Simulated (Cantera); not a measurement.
## Formation from one mole of Br₂

Standard-state values (1 bar) from the NASA 1993 polynomials, evaluated with Cantera. Values are per mole of reaction as written; species without (g) are pure solids or liquids, kept so even where they would boil at 1 bar.

Hg + Br₂(g) = HgBr₂

| T (K) | ΔH° (kJ) | ΔS° (J/K) | ΔG° (kJ) | log10 K | condensed phases |
|---|---|---|---|---|---|
| 300 | -200.3 | -151.1 | -155.0 | 26.99 | Hg(l), HgBr₂(s) |
| 375 | -199.4 | -148.4 | -143.8 | 20.03 | Hg(l), HgBr₂(s) |
| 425 | -198.7 | -146.6 | -136.4 | 16.76 | Hg(l), HgBr₂(s) |
| 475 | -197.9 | -144.9 | -129.1 | 14.20 | Hg(l), HgBr₂(s) |
| 525 | -179.0 | -107.9 | -122.3 | 12.17 | Hg(l), HgBr₂(l) |
| 575 | -177.1 | -104.5 | -117.0 | 10.63 | Hg(l), HgBr₂(l) |
| 625 | -175.2 | -101.3 | -111.8 | 9.35 | Hg(l), HgBr₂(l) |
| 675 | -173.3 | -98.4 | -106.9 | 8.27 | Hg(l), HgBr₂(l) |
| 725 | -171.4 | -95.8 | -102.0 | 7.35 | Hg(l), HgBr₂(l) |

0.6667 Al + Br₂(g) = 0.6667 AlBr₃(g)

```json
[
 {"T (K)": "300", "ΔH° (kJ)": "-304.5", "ΔS° (J/K)": "-31.4", "ΔG° (kJ)": "-295.1", "log10 K": "51.39"},
 {"T (K)": "375", "ΔH° (kJ)": "-304.7", "ΔS° (J/K)": "-31.8", "ΔG° (kJ)": "-292.8", "log10 K": "40.78"},
 {"T (K)": "425", "ΔH° (kJ)": "-304.8", "ΔS° (J/K)": "-32.0", "ΔG° (kJ)": "-291.2", "log10 K": "35.79"},
 {"T (K)": "475", "ΔH° (kJ)": "-304.9", "ΔS° (J/K)": "-32.2", "ΔG° (kJ)": "-289.6", "log10 K": "31.84"},
 {"T (K)": "525", "ΔH° (kJ)": "-305.0", "ΔS° (J/K)": "-32.4", "ΔG° (kJ)": "-287.9", "log10 K": "28.65"},
 {"T (K)": "575", "ΔH° (kJ)": "-305.0", "ΔS° (J/K)": "-32.6", "ΔG° (kJ)": "-286.3", "log10 K": "26.01"},
 {"T (K)": "625", "ΔH° (kJ)": "-305.1", "ΔS° (J/K)": "-32.7", "ΔG° (kJ)": "-284.7", "log10 K": "23.79"},
 {"T (K)": "675", "ΔH° (kJ)": "-305.3", "ΔS° (J/K)": "-32.9", "ΔG° (kJ)": "-283.1", "log10 K": "21.90"},
 {"T (K)": "725", "ΔH° (kJ)": "-305.4", "ΔS° (J/K)": "-33.1", "ΔG° (kJ)": "-281.4", "log10 K": "20.27"}
]
```

Mg + Br₂(g) = MgBr₂

```tsv
T (K)	ΔH° (kJ)	ΔS° (J/K)	ΔG° (kJ)	log10 K
300	-555.2	-160.8	-506.9	88.26
375	-554.2	-157.8	-495.0	68.94
425	-553.5	-156.1	-487.1	59.87
475	-552.7	-154.4	-479.4	52.71
525	-551.9	-152.9	-471.7	46.93
575	-551.2	-151.4	-464.1	42.16
625	-550.4	-150.1	-456.5	38.15
675	-549.5	-148.9	-449.1	34.75
725	-548.7	-147.7	-441.7	31.82
```
